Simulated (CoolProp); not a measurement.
Vapour-liquid equilibrium of ethanol (1) + p-xylene (2) at 93.65 °C; x and y are mole fractions of (1).

Computed with CoolProp (multi-fluid Helmholtz-energy mixture model, Schroeder 2014 and Zhou 2012; pair parameters Bell 2016).

| x | bubble pressure, mixture model (kPa) | bubble pressure, Raoult's law (kPa) | y, mixture model | y, Raoult's law |
|---|---|---|---|---|
| 0.05 | 68.90 | 33.48 | 0.634 | 0.268 |
| 0.125 | 106.3 | 45.01 | 0.771 | 0.498 |
| 0.2 | 125.0 | 56.54 | 0.811 | 0.635 |
| 0.275 | 134.3 | 68.06 | 0.828 | 0.725 |
| 0.35 | 139.2 | 79.59 | 0.837 | 0.789 |
| 0.425 | 142.3 | 91.12 | 0.843 | 0.837 |
| 0.5 | 145.2 | 102.6 | 0.849 | 0.874 |
| 0.575 | 148.4 | 114.2 | 0.857 | 0.904 |
| 0.65 | 152.4 | 125.7 | 0.869 | 0.928 |
| 0.725 | 157.2 | 137.2 | 0.886 | 0.948 |
| 0.8 | 162.7 | 148.8 | 0.909 | 0.965 |
| 0.875 | 168.8 | 160.3 | 0.938 | 0.980 |
| 0.95 | 175.2 | 171.8 | 0.974 | 0.992 |

The largest gap from Raoult's law is +136.2 % in bubble pressure, at x = 0.125. No azeotrope shows between x = 0.05 and 0.95.

Pair parameters are fitted to limited data, so mixtures are less certain than the pure fluids. With so large a gap from Raoult's law the liquid may split in two, which this calculation doesn't test in full.
